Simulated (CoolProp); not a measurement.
R1234ze(E) along the isotherm 420 K: fugacity coefficient from the reference equation and from simpler models built on Tc = 382.5 K, pc = 3.635 MPa, ω = 0.313; each cubic takes its own stable root.

The numbers come from the reference Helmholtz-energy equation of state, Thol 2016 in CoolProp.

```csv
p (MPa),phase,reference
0.0172,gas,0.9988
0.0327,gas,0.9977
0.062,gas,0.9956
0.117,gas,0.9918
0.223,gas,0.9844
0.422,gas,0.9706
0.8,gas,0.9447
1.52,gas,0.8966
2.88,gas,0.8090
5.45,supercritical,0.6524
```

How far does each simpler model (van der Waals, Soave-Redlich-Kwong, Peng-Robinson) lie from the reference over these 10 states: mean and median of the absolute difference, and the worst?


- van der Waals: mean 0.4 %, median 0.2 %, worst -1.3 % at 420 K and 5.45 MPa
- Soave-Redlich-Kwong: mean 0.4 %, median 0.1 %, worst +2.0 % at 420 K and 5.45 MPa
- Peng-Robinson: mean 0.6 %, median 0.2 %, worst -2.4 % at 420 K and 5.45 MPa
